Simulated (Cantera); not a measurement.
Input (Python, Cantera):

```python
import numpy as np
import cantera as ct

surf = ct.Interface("diamond.yaml", "diamond_100")
gas, bulk = surf.adjacent["gas"], surf.adjacent["diamond"]
k = surf.kinetics_species_index(bulk.species_names[0])
cover = ["c6HH", "c6H*", "c6*H", "c6**", "c6HM", "c6B"]

rows, drift = [], 0.0
print(f"{'P':>10s}{'um/h':>11s}" + "".join(f"{s:>11s}" for s in cover))
for v in [1400, 1900, 2600, 3500, 4600, 6200, 8400, 11000]:
    T, P, xH, xCH3 = 1075, v, 0.025, 0.00014
    gas.TPX = T, P, {"H": xH, "CH3": xCH3, "CH4": 0.0027, "H2": 1 - xH - xCH3 - 0.0027}
    surf.TP = bulk.TP = T, P
    surf.coverages = "c6H*:0.1, c6HH:0.9"
    surf.advance_coverages(100.0)
    before = surf.coverages
    surf.advance_coverages(100.0)
    drift = max(drift, np.max(np.abs(surf.coverages - before) / (surf.coverages + 1e-9)))
    rate = surf.net_production_rates[k] * bulk.mean_molecular_weight / bulk.density * 3.6e9
    rows.append([rate, *surf[cover].coverages])
    print(f"{v:10.4g}{rate:11.4e}" + "".join(f"{x:11.3e}" for x in rows[-1][1:]))
```

Output:

```
         P       um/h       c6HH       c6H*       c6*H       c6**       c6HM        c6B
      1400 1.2367e+00  5.299e-01  2.540e-02  4.259e-01  1.596e-02  1.964e-03  3.356e-09
      1900 1.7374e+00  5.298e-01  2.542e-02  4.258e-01  1.597e-02  2.036e-03  4.714e-09
      2600 2.4425e+00  5.298e-01  2.545e-02  4.257e-01  1.597e-02  2.094e-03  6.628e-09
      3500 3.3526e+00  5.297e-01  2.550e-02  4.256e-01  1.598e-02  2.137e-03  9.097e-09
      4600 4.4676e+00  5.297e-01  2.556e-02  4.255e-01  1.599e-02  2.168e-03  1.212e-08
      6200 6.0926e+00  5.297e-01  2.564e-02  4.254e-01  1.601e-02  2.194e-03  1.653e-08
      8400 8.3311e+00  5.296e-01  2.576e-02  4.253e-01  1.603e-02  2.215e-03  2.261e-08
   1.1e+04 1.0982e+01  5.296e-01  2.590e-02  4.251e-01  1.605e-02  2.230e-03  2.980e-08
```

Model: the Harris–Goodwin 1993 mechanism for the reconstructed diamond (100) surface, integrated in Cantera.
